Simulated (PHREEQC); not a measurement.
Dissolve 0.013 mol/kgw BaCl2 at 20 °C. Closed to the air; pH follows from the charge balance.

Computed with PHREEQC (ion-association model, phreeqc.dat).

This is a speciation only: nothing precipitates in the calculation.

Q: What specific conductance does the model give?

A: specific conductance 2700 µS/cm.

Species that the database lacks are ignored.
